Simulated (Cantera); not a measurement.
## Hydrocarbon pyrolysis for carbon deposition

An isothermal, constant-pressure homogeneous reactor starts with CH4 : N2 = 1 : 72 (molar parts), at 1698 K and 0.0770 bar.

Detailed kinetics in Cantera: GRI-Mech 3.0 (53 species, 325 reactions). GRI-Mech 3.0 stops at C3 and has no aromatics, soot or wall deposition, so with more carbon than oxygen in the feed, carbon stays in small species such as C2H2 where larger ones or solid carbon would form.

```json
[
 {"t (s)": "0.000400", "x CH4": "0.0137", "x C2H6": "9.14e-10", "x H": "3.12e-7", "x C2H2": "1.12e-11", "x CH3": "8.12e-6"},
 {"t (s)": "0.00103", "x CH4": "0.0137", "x C2H6": "1.25e-8", "x H": "3.20e-7", "x C2H2": "5.61e-10", "x CH3": "2.13e-5"},
 {"t (s)": "0.00264", "x CH4": "0.0136", "x C2H6": "1.28e-7", "x H": "3.76e-7", "x C2H2": "2.58e-8", "x CH3": "5.49e-5"},
 {"t (s)": "0.00678", "x CH4": "0.0135", "x C2H6": "9.99e-7", "x H": "7.50e-7", "x C2H2": "1.15e-6", "x CH3": "0.000138"},
 {"t (s)": "0.0174", "x CH4": "0.0129", "x C2H6": "5.69e-6", "x H": "3.35e-6", "x C2H2": "4.90e-5", "x CH3": "0.000319"},
 {"t (s)": "0.0447", "x CH4": "0.00944", "x C2H6": "9.28e-6", "x H": "1.64e-5", "x C2H2": "0.00121", "x CH3": "0.000408"},
 {"t (s)": "0.115", "x CH4": "0.00464", "x C2H6": "2.51e-6", "x H": "3.30e-5", "x C2H2": "0.00420", "x CH3": "0.000217"},
 {"t (s)": "0.295", "x CH4": "0.00173", "x C2H6": "4.44e-7", "x H": "4.85e-5", "x C2H2": "0.00583", "x CH3": "9.38e-5"},
 {"t (s)": "0.758", "x CH4": "0.000514", "x C2H6": "5.25e-8", "x H": "6.22e-5", "x C2H2": "0.00648", "x CH3": "3.30e-5"},
 {"t (s)": "1.95", "x CH4": "0.000150", "x C2H6": "5.31e-9", "x H": "6.99e-5", "x C2H2": "0.00667", "x CH3": "1.06e-5"},
 {"t (s)": "5.00", "x CH4": "4.77e-5", "x C2H6": "5.70e-10", "x H": "7.30e-5", "x C2H2": "0.00672", "x CH3": "3.49e-6"}
]
```
x: mole fraction; the columns are a selection and need not sum to one.

Equilibrium at this temperature and pressure: CH4 6.32e-7, C2H6 <1e-12, H 7.46e-5, C2H2 0.000489, CH3 4.73e-8 (gas phase only).
